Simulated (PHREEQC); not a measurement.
Consider water at 20 °C with 11 mmol/kgw HF, 0.93 mmol/kgw NH4F and 0.54 mmol/kgw H2SO4. Closed to the air; pH follows from the charge balance.

All values are PHREEQC results (ion-association model, phreeqc.dat), not measurements.

```
quantity                    before     after
------------------------  --------  --------
pH                            2.58      3.19
ionic strength (mol/kgw)   0.00421  0.000802
HF (mol/kgw)               0.00908  0.000546
F- (mol/kgw)               0.00267  0.000644
HF2- (mol/kgw)             8.94e-5   1.30e-6
NH3 (mol/kgw)             1.29e-10  5.61e-11
```

Question: What was changed between the two runs?
(A) NH4F from 0.00093 to 0.00465 mol/kgw
(B) diluted 2-fold with water
(C) H2SO4 left out
(D) diluted 10-fold with water
(E) 0.00012 mol/kgw FeSO4 added

Answer: D, diluted 10-fold with water

No solid was allowed to form.
